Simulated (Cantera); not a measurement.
## Gas-phase reforming

A perfectly stirred reactor is fed with 54.3 % CH4, 45.7 % H2O, at 150000 Pa; it is held at 1873 K, and followed from long to short residence time.

Detailed kinetics in Cantera: GRI-Mech 3.0 (53 species, 325 reactions).

```tsv
τ (s)	x CH4	x H2O	x CH2O	x CH2	x C2H	x C2H2
0.91	0.0133	0.0447	1.86e-7	1.51e-7	2.93e-7	0.0395
0.41	0.0183	0.0692	2.99e-7	2.23e-7	3.78e-7	0.0504
0.19	0.0249	0.100	5.32e-7	3.29e-7	4.86e-7	0.0638
0.086	0.0343	0.139	1.01e-6	4.88e-7	6.21e-7	0.0799
0.039	0.0474	0.184	1.93e-6	7.06e-7	7.65e-7	0.0964
0.018	0.0653	0.228	3.49e-6	9.77e-7	8.90e-7	0.110
0.0081	0.0916	0.270	6.13e-6	1.31e-6	9.67e-7	0.118
0.0037	0.128	0.305	1.02e-5	1.68e-6	9.67e-7	0.117
```
x: mole fraction; the columns are a selection and need not sum to one.
